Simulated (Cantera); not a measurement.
Input: 1 mol CH3SiH3, 0.05 mol CH4, 40 mol H2, held at 0.133 bar.

These are equilibrium values from Cantera (NASA tables, ideal gas, pure condensed phases), not measurements of a reactor. Candidate condensed phases: C, C6H6, C7H8, C8H18, Si, SiC; 87 gas species. The feed counts by its element totals alone. Gases not in the tables: Si2H6 and higher silanes. The numbers say what is thermodynamically allowed, not how fast it happens.

**Question.** Which condensed phases are stable at each of these points (T (K)): 1398, 1498, 1598, 1698, 1798, 1898, 1998, 2098, 2198, 2298, 2398, 2498, 2598?

**Answer.** 
```
T (K)      condensed phases  Si condensed (%)
-----  --------------------  ----------------
1398   C(graphite) + SiC(s)             100.0
1498   C(graphite) + SiC(s)             100.0
1598   C(graphite) + SiC(s)             100.0
1698   C(graphite) + SiC(s)             100.0
1798   C(graphite) + SiC(s)             100.0
1898   C(graphite) + SiC(s)             100.0
1998                 SiC(s)              99.9
2098                 SiC(s)              99.3
2198                 SiC(s)              97.0
2298                 SiC(s)              90.0
2398                 SiC(s)              71.6
2498                 SiC(s)              25.0
2598               gas only               0.0
```

From 1398 K to 1898 K the condensed part is C(graphite) + SiC(s). From 1998 K to 2498 K the condensed part is SiC(s). At 2598 K nothing is condensed.
